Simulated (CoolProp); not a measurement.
Vapour-liquid equilibrium of R134a (1) + isobutane (2) at 0.132 MPa; x and y are mole fractions of (1).

The numbers come from the multi-fluid Helmholtz-energy mixture model, Tillner-Roth 1994 and Bücker 2006; pair parameters Bell 2016 in CoolProp.

**Question.** Give the bubble temperature and the first vapour's composition at x = 0.05, 0.725, 0.8. Is there an azeotrope?

**Answer.** x = 0.05: 259.7 K, y = 0.304; x = 0.725: 247.5 K, y = 0.672; x = 0.8: 247.7 K, y = 0.696. y crosses x between x = 0.65 and 0.725: the model has an azeotrope there.

The pair parameters rest on a limited set of measurements; away from them the model extrapolates. With so large a gap from Raoult's law the liquid may split in two, which this calculation doesn't test in full.
